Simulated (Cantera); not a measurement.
## Ignition delay

Mixture: 13.8 % CH₄, 3.85 % H₂, 17.3 % O₂, 65.1 % N₂, equivalence ratio 1.7, at 33000 Pa, adiabatic and at constant volume. Ignition delay is the time to a rise of 400 K.

Cantera simulation using GRI-Mech 3.0 (53 species, 325 reactions); the numbers are that mechanism's predictions, not measurements.

```json
[
 {"T0 (K)": "1275", "delay (ms)": "7.23"},
 {"T0 (K)": "1375", "delay (ms)": "2.87"},
 {"T0 (K)": "1475", "delay (ms)": "1.30"},
 {"T0 (K)": "1575", "delay (ms)": "0.669"},
 {"T0 (K)": "1675", "delay (ms)": "0.373"},
 {"T0 (K)": "1775", "delay (ms)": "0.221"},
 {"T0 (K)": "1875", "delay (ms)": "0.136"},
 {"T0 (K)": "1975", "delay (ms)": "0.0876"},
 {"T0 (K)": "2075", "delay (ms)": "0.0583"},
 {"T0 (K)": "2175", "delay (ms)": "0.0401"}
]
```

| Item | Value |
|---|---|
| apparent activation energy between 1975 and 2175 K | 140 kJ/mol |
